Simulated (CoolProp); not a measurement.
The numbers come from the reference Helmholtz-energy equation of state, Wu 2011 in CoolProp.

Problem. Give the vapour pressure (MPa), liquid density (kg/m³), vapour density (kg/m³), liquid viscosity (µPa s) of saturated dimethyl ether at -76.45, -16.95 °C.

Solution. 
```
T (°C)  p (MPa)  liquid density (kg/m³)  vapour density (kg/m³)  liquid viscosity (µPa s)
------  -------  ----------------------  ----------------------  ------------------------
-76.45  0.00529                     803                   0.150                       462
-16.95    0.141                     724                    3.19                       190
```

Viscosity comes from a separate model (Meng 2012).
